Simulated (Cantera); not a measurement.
Feed: 1 mol Cu₂O, 1.8 mol CH₄, 10 mol N₂, equilibrated at 10.0 Torr.

Cantera equilibrium calculation (NASA polynomials, part measured and part estimated; ideal gas, pure solids and liquids). Candidate condensed phases: C, C₆H₆, C₇H₈, C₈H₁₈, Cu, CuO, Cu(OH)₂, Cu₂O, H₂O; 139 gas species. Kinetics and transport are ignored.

log p: log10 of the partial pressure in bar; n: condensed amount in mol.

```
T (°C)  log p N₂  log p H₂  log p Cu  log p H  log p CO  log p HCN  n C(graphite)
------  --------  --------  --------  -------  --------  ---------  -------------
1750       -2.10     -2.55     -2.80    -4.00     -3.10      -4.12          0.693
1800       -2.10     -2.56     -2.80        ?     -3.10          ?          0.670
1850       -2.10     -2.57     -2.80    -3.73     -3.10      -3.97          0.644
1900       -2.10     -2.57     -2.80    -3.60     -3.10      -3.90          0.613
1950       -2.10     -2.58     -2.80    -3.49     -3.10      -3.83          0.580
2000       -2.11     -2.60     -2.80    -3.37     -3.10      -3.77          0.542
2050       -2.11     -2.61     -2.80    -3.27     -3.10      -3.72          0.500
2100       -2.11     -2.63     -2.81    -3.17     -3.11      -3.67          0.455
2150       -2.12     -2.65     -2.81        ?     -3.11      -3.62              ?
2200       -2.12     -2.68     -2.81    -2.99     -3.11      -3.58          0.353
```

Problem. Fill in the missing entries.

Solution. 
- 2150, log p H: -3.08
- 2150, n C(graphite): 0.406
- 1800, log p H: -3.86
- 1800, log p HCN: -4.04
